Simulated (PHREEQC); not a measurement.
1 kg of water holding 0.0035 mol K2SO4, 0.036 mol K2CO3 and 0.021 mol KCl is evaporated at 5 °C; the solids stay in contact with the brine. CO2 from the air is kept out. Solids allowed: Arcanite, Kalicinite, Misenite, Sylvite. Others were left out.

The series has 26 steps of water left (kg), from 1 to 0.007447.

Computed with PHREEQC (Pitzer model, pitzer.dat).

Problem. Which solids form, in which order, and at which step of the series does each first stand?

Solution. Arcanite from water left = 0.02932 kg (pH 12.46); Sylvite from water left = 0.01101 kg (pH 13.22).

Constants without temperature data keep their 25 °C values here.
